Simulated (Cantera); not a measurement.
## Equilibrium for silicon carbide growth: SiHCl3 + C2H4 + H2

A closed system holds: 1 mol SiHCl3, 0.59 mol C2H4, 1 mol H2, equilibrated at 33.0 mbar.

Equilibrium computed with Cantera from the NASA thermochemical tables; the gas is ideal and each condensed phase is pure. Candidate condensed phases: C, C6H6, C7H8, C8H18, Si, SiC; 109 gas species. The tables' values for SiCl, SiCl3 are old estimates; treat these amounts as uncertain. Gases not in the tables: Si2H6 and higher silanes. Rates play no part.

From 1948 K to 2348 K the condensed part is C(graphite) + SiC(s). The main Si-bearing gas is SiCl2 throughout. The share of Si in condensed phases is highest at 1948 K (62.3 %) and lowest at 2348 K (40.8 %).

```tsv
T (K)	x HCl	x H2	x SiCl2	x H	x Cl	x Si	n C(graphite)	n SiC(s)
1948	0.528	0.374	0.0857	0.00380	0.00403	3.17e-5	0.555	0.623
1998	0.515	0.378	0.0917	0.00543	0.00551	7.01e-5	0.579	0.599
2048	0.502	0.382	0.0974	0.00762	0.00741	0.000149	0.601	0.575
2098	0.488	0.385	0.102	0.0105	0.00979	0.000306	0.623	0.552
2148	0.473	0.388	0.107	0.0143	0.0128	0.000608	0.645	0.528
2198	0.458	0.389	0.111	0.0191	0.0164	0.00117	0.666	0.504
2248	0.442	0.389	0.114	0.0252	0.0207	0.00218	0.688	0.478
2298	0.425	0.388	0.117	0.0328	0.0259	0.00396	0.712	0.447
2348	0.406	0.384	0.118	0.0421	0.0319	0.00701	0.740	0.408
```
x: gas mole fraction; n: condensed amount in mol.
